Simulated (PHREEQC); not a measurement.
A column of 0.5 m (30 cells, dispersivity 0.04 m, 300 s a shift, diffusion coefficient 3e-10 m²/s) holds 0.00071 eq of the database's cation exchanger X per kg of pore water, first in equilibrium with 12 mmol/kgw MgCl2 and 0.01 mmol/kgw HCl. It is flushed with 1.1 mmol/kgw KBr and 0.01 mmol/kgw HCl, at 25 °C. Values are for the last cell. No CO2 enters from the air. Nothing may precipitate in this run.

The series has 31 steps of pore volumes, from 0 to 4.017.

Equilibrium calculation in PHREEQC: ion-association model, phreeqc.dat.

Question: After how many pore volumes does Br at the outlet first reach half of its feed value?

Answer: By 0.95 pore volumes.

Question: After how many pore volumes does K at the outlet first reach half of its feed value?

Answer: By 1.1 pore volumes.
